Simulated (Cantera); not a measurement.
A closed system holds: 1 mol AlN, 3.6 mol H2O, 32 mol H2, equilibrated at 1652 °C and 0.0133 bar.

Cantera equilibrium calculation (NASA polynomials, part measured and part estimated; ideal gas, pure solids and liquids). Candidate condensed phases: Al, AlN, Al2O3, H2O; 35 gas species. Kinetics and transport are ignored.

Base state: H2 0.920, H2O 0.0579, N2 0.0138, H 0.00794, OH 4.32e-5 (mole fractions); condensed: Al2O3(s).

What changes in the equilibrium state with this change: pressure from 0.0133 bar to 0.000250 bar?


```
species         before     after
-------------  -------  --------
H2               0.920     0.874
H              0.00794    0.0565
H2O             0.0579    0.0562
N2              0.0138    0.0135
O              2.78e-7   1.52e-5
OH             4.32e-5  0.000314
Al2O3(s), mol    0.500     0.500
```

What changes in the equilibrium state with this change: 0.092 mol CO2 added?


| species | before | after |
|---|---|---|
| H2 | 0.920 | 0.915 |
| H2O | 0.0579 | 0.0602 |
| N2 | 0.0138 | 0.0138 |
| CO | 0 | 0.00249 |
| CO2 | 0 | 3.81e-5 |
| OH | 4.32e-5 | 4.51e-5 |
| H | 0.00794 | 0.00792 |
| Al2O3(s), mol | 0.500 | 0.500 |
Further candidate phases: C, C6H6, C7H8, C8H18.
